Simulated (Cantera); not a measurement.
An isothermal, constant-pressure homogeneous reactor starts with CH₄ : O₂ : N₂ = 0.0026 : 0.013 : 1 (molar parts), at 1250 K and 7.20 bar.

Computed with Cantera and GRI-Mech 3.0 (53 species, 325 reactions).

x: mole fraction; the columns are a selection and need not sum to one.

```csv
t (s),x CH₄,x O₂,x H₂,x CH₃,x CH₂CO,x NO
0.000300,0.00256,0.0128,8.05e-10,1.45e-8,<1e-12,<1e-12
0.000646,0.00256,0.0128,2.71e-9,3.83e-8,<1e-12,<1e-12
0.00139,0.00256,0.0128,…,…,<1e-12,<1e-12
0.00300,0.00256,0.0128,4.95e-8,3.43e-7,<1e-12,<1e-12
0.00646,0.00256,0.0128,2.49e-7,6.64e-7,1.19e-11,<1e-12
0.0139,0.00255,0.0128,1.19e-6,9.51e-7,3.57e-10,<1e-12
0.0300,0.00249,0.0128,8.44e-6,1.76e-6,1.89e-8,<1e-12
0.0646,1.49e-9,0.00806,4.82e-6,4.34e-11,6.49e-12,9.63e-9
0.139,<1e-12,0.00769,1.85e-7,<1e-12,<1e-12,2.23e-8
0.300,<1e-12,0.00768,…,<1e-12,<1e-12,2.88e-8
0.646,<1e-12,0.00768,1.24e-9,<1e-12,<1e-12,2.99e-8
1.39,<1e-12,0.00768,7.90e-10,<1e-12,<1e-12,3.01e-8
3.00,<1e-12,0.00768,7.56e-10,<1e-12,<1e-12,3.01e-8
```

Problem. Fill in the missing entries.

Solution. 
- 0.00139, x H₂: 1.06e-8
- 0.00139, x CH₃: 1.14e-7
- 0.300, x H₂: 7.79e-9
